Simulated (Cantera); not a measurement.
Moist CO burnout

An isothermal, constant-pressure homogeneous reactor starts with 0.916 % CO, 5.83 % O₂, 0.703 % H₂O, 92.5 % N₂, at 1450 K and 0.740 bar.

Cantera simulation using GRI-Mech 3.0 (53 species, 325 reactions); the numbers are that mechanism's predictions, not measurements.

```csv
t (s),x CO,x O₂,x H₂O,x NO₂,x HO₂,x O,x H
0.000300,0.00916,0.0583,0.00703,<1e-12,1.45e-8,3.64e-7,2.04e-8
0.000949,0.00902,0.0582,0.00700,<1e-12,1.54e-6,9.08e-5,6.69e-6
0.00300,0.00160,0.0541,0.00671,9.46e-10,3.65e-6,0.00100,0.000151
0.00949,0.000112,0.0539,0.00700,4.00e-9,7.61e-7,8.43e-5,3.82e-6
0.0300,8.98e-6,0.0540,0.00704,4.93e-9,1.08e-7,9.45e-6,1.45e-7
0.0949,7.16e-7,0.0540,0.00706,3.40e-9,2.17e-8,1.65e-6,1.05e-8
0.300,1.31e-7,0.0540,0.00706,2.92e-9,1.24e-8,6.24e-7,2.47e-9
0.949,1.04e-7,0.0540,0.00706,2.92e-9,1.19e-8,5.46e-7,2.03e-9
3.00,1.04e-7,0.0540,0.00706,2.95e-9,1.19e-8,5.46e-7,2.03e-9
```
x: mole fraction; the columns are a selection and need not sum to one.

Equilibrium at this temperature and pressure: CO 1.05e-7, O₂ 0.0537, H₂O 0.00706, NO₂ 1.43e-6, HO₂ 1.19e-8, O 5.44e-7, H 2.03e-9 (gas phase only).
